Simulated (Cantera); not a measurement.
# SiF4 + NO + N2 (silicon oxide and oxynitride deposition)

Feed: 1 mol SiF4, 0.22 mol NO, a varied amount of N2, held at 1975 K and 133 Pa.

These are equilibrium values from Cantera (NASA tables, ideal gas, pure condensed phases), not measurements of a reactor. Candidate condensed phases: Si, SiO2, Si2N2O, Si3N4; 28 gas species. The tables' values for SiF3 are old estimates; treat these amounts as uncertain. Rates play no part.

| n(N2) (mol) | x N2 | x SiF4 | x O2 | x NO |
|---|---|---|---|---|
| 6.3 | 0.849 | 0.131 | 0.0128 | 0.00183 |
| 32 | 0.965 | 0.0295 | 0.00246 | 0.000857 |
| 58 | 0.980 | 0.0164 | 0.00124 | 0.000613 |
| 84 | 0.986 | 0.0114 | 0.000795 | 0.000492 |
| 110 | 0.989 | 0.00867 | 0.000566 | 0.000416 |
| 140 | 0.991 | 0.00680 | 0.000414 | 0.000356 |
| 160 | 0.992 | 0.00594 | 0.000346 | 0.000325 |
| 190 | 0.994 | 0.00499 | 0.000274 | 0.000290 |
x: gas mole fraction; nothing condenses.

From 6.3 mol N2 to 190 mol N2 nothing is condensed. The main Si-bearing gas is SiF4 throughout.
